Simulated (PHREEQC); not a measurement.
A made-up water analysis in mmol/kgw, 20 °C, pH 6.94, pe 11.6: Na 0.171; K 0.0132; Ca 0.088; Mg 0.0213; Cl 0.229; S(6) 0.0266; Alkalinity (meq/kgw) 0.106; Cd 0.00796.

Valence states are taken as typed.

Equilibrium calculation in PHREEQC: ion-association model, phreeqc.dat.

This is a speciation only: nothing precipitates in the calculation.

Q: Estimate the charge-balance error.

A: charge-balance error 3.8 %.

Q: In which forms is Cd present?

A: Cd+2 97 %, CdCl+ 1.9 %, CdSO4 0.6 % of the Cd.
